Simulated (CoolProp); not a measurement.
R1123 along the isobar 5490 kPa: Z from the reference equation and from simpler models built on Tc = 331.7 K, pc = 4549 kPa, ω = 0.243; each cubic takes its own stable root.

Model: reference Helmholtz-energy equation of state, Akasaka 2020, in CoolProp.

| T (K) | phase | reference |
|---|---|---|
| 286.5 | liquid | 0.1727 |
| 299.4 | liquid | 0.1752 |
| 312.3 | liquid | 0.1810 |
| 325.2 | liquid | 0.1941 |
| 338.1 | supercritical | 0.2505 |
| 351 | supercritical | 0.5098 |
| 363.9 | supercritical | 0.6178 |
| 376.8 | supercritical | 0.6848 |
| 389.7 | supercritical | 0.7336 |
| 402.6 | supercritical | 0.7718 |
| 415.5 | supercritical | 0.8028 |
| 428.4 | supercritical | 0.8286 |
| 441.3 | supercritical | 0.8505 |
| 454.2 | supercritical | 0.8694 |
| 467.1 | supercritical | 0.8857 |
| 480 | supercritical | 0.9001 |

Problem. How far does each simpler model (van der Waals, Redlich-Kwong, Soave-Redlich-Kwong, Peng-Robinson) lie from the reference over these 16 states: mean and median of the absolute difference, and the worst?

Solution. 
- van der Waals: mean 19.7 %, median 5.1 %, worst +58.3 % at 286.5 K and 5490 kPa
- Redlich-Kwong: mean 8.0 %, median 2.9 %, worst +22.8 % at 325.2 K and 5490 kPa
- Soave-Redlich-Kwong: mean 7.1 %, median 2.4 %, worst +24.1 % at 338.1 K and 5490 kPa
- Peng-Robinson: mean 2.7 %, median 1.4 %, worst +14.4 % at 338.1 K and 5490 kPa
